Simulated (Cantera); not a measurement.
Mixture: CH₃OH : O₂ : N₂ = 1 : 1.36 : 8.73 (molar parts), equivalence ratio 1.1, at 170000 Pa, adiabatic and at constant pressure. Ignition delay is the time to a rise of 400 K.

Detailed kinetics in Cantera: GRI-Mech 3.0 (53 species, 325 reactions). GRI-Mech 3.0 was tuned for natural gas; its chemistry of methanol as a main component is partial and can be far from experiment.

Q: What does this change do: pressure from 170000 Pa to 140000 Pa?

A: 
| quantity | before | after |
|---|---|---|
| delay at 1173 K | 10.6 ms | 12.6 ms |
| delay at 1323 K | 1.12 ms | 1.33 ms |
| delay at 1473 K | 0.213 ms | 0.254 ms |
| delay at 1623 K | 62.4 µs | 74.7 µs |
| delay at 1773 K | 26.1 µs | 31.7 µs |
| apparent activation energy between 1698 and 1848 K | 120 kJ/mol | 120 kJ/mol |
